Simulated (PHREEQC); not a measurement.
Dissolve 0.003 mol HF, 0.0013 mol (CH3)4NF and 4.4e-06 mol H4SiO4 per kg of water at 25 °C. Closed to the air; pH follows from the charge balance.

All values are PHREEQC results (ion-association model, wateq4f.dat), not measurements.

No solid was allowed to form.

Problem. Predict the pH, ionic strength.

Solution. pH 3.13; ionic strength 0.00208 mol/kgw.

Problem. In which forms is Si present?

Solution. SiF6-2 97 %, H4SiO4 3.2 % of the Si.

Complexes and solids missing from the database can't appear. (CH3)4N+ isn't in the database: it is added as a free cation with an ion size of 4 Å. SiF6-2 is the database's only silicon fluoride.
